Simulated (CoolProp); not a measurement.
Computed with CoolProp (reference Helmholtz-energy equation of state, Thol 2016).

Task: Give the vapour pressure (MPa), liquid density (kg/m³), vapour density (kg/m³), surface tension (mN/m) of saturated hexamethyldisiloxane (MM) at 366.3, 418.4, 424.9 K.

Result: 
| T (K) | p (MPa) | liquid density (kg/m³) | vapour density (kg/m³) | surface tension (mN/m) |
|---|---|---|---|---|
| 366.3 | 0.0814 | 684 | 4.59 | 9.64 |
| 418.4 | 0.316 | 616 | 17.2 | 5.66 |
| 424.9 | 0.364 | 607 | 19.8 | 5.20 |

Surface tension comes from a separate correlation (Mulero 2014), older than this fluid's equation and unchecked against measurements.
